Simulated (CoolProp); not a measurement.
Properties of R113 along the isobar 6.1 MPa.

The numbers come from the reference Helmholtz-energy equation of state, Marx 1992 in CoolProp.

```tsv
T (°C)	phase	cv (kJ/(kg K))	expansivity (1/kK)
-5.85	liquid	0.6450	1.342
7.25	liquid	0.6564	1.373
20.25	liquid	0.6678	1.410
33.35	liquid	0.6791	1.454
46.35	liquid	0.6901	1.506
59.45	liquid	0.7007	1.568
72.45	liquid	0.7109	1.640
85.55	liquid	0.7207	1.726
98.65	liquid	0.7302	1.828
111.65	liquid	0.7394	1.949
124.75	liquid	0.7484	2.096
137.75	liquid	0.7573	2.276
150.85	liquid	0.7662	2.502
```
